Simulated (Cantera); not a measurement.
An isothermal, constant-pressure homogeneous reactor starts with 27.7 % N2O, 0.442 % H2, 71.9 % N2, at 1100 K and 1.88 atm.

Detailed kinetics in Cantera: GRI-Mech 3.0 (53 species, 325 reactions). GRI-Mech 3.0 was tuned for natural gas; its chemistry of N2O as a main component is partial and can be far from experiment. The mechanism lacks the step 2 NO + O2 → 2 NO2, which can matter for NO2 below about 1400 K. The temperature is held fixed by assumption; the heat of reaction is taken as removed at once.

x: mole fraction; the columns are a selection and need not sum to one.

| t (s) | x N2O | x H2 | x HO2 | x OH | x NO2 |
|---|---|---|---|---|---|
| 8.00e-5 | 0.277 | 0.00442 | 1.55e-8 | 5.80e-7 | 4.53e-12 |
| 0.000228 | 0.277 | 0.00439 | 1.24e-7 | 1.60e-6 | 2.79e-10 |
| 0.000651 | 0.276 | 0.00421 | [?] | [?] | [?] |
| 0.00186 | 0.275 | [?] | [?] | [?] | [?] |
| 0.00530 | 0.274 | 0.00172 | 7.26e-7 | 4.96e-6 | 4.94e-7 |
| 0.0151 | 0.272 | 0.000429 | 5.43e-7 | 3.01e-6 | 3.42e-6 |
| 0.0431 | 0.270 | 4.40e-5 | 2.44e-7 | 1.75e-6 | 1.65e-5 |
| 0.123 | 0.267 | 3.40e-7 | 1.28e-7 | 1.64e-6 | 4.12e-5 |
| 0.351 | 0.258 | 2.63e-9 | 6.54e-8 | 1.83e-6 | 6.63e-5 |
| 1.00 | 0.235 | 1.87e-9 | 3.19e-8 | 1.87e-6 | 0.000101 |

**Question.** What belongs in the gaps?

**Answer.** 
- 0.000651, x HO2: 4.78e-7
- 0.000651, x OH: 3.50e-6
- 0.000651, x NO2: 1.24e-8
- 0.00186, x H2: 0.00341
- 0.00186, x HO2: 6.40e-7
- 0.00186, x OH: 5.44e-6
- 0.00186, x NO2: 9.16e-8
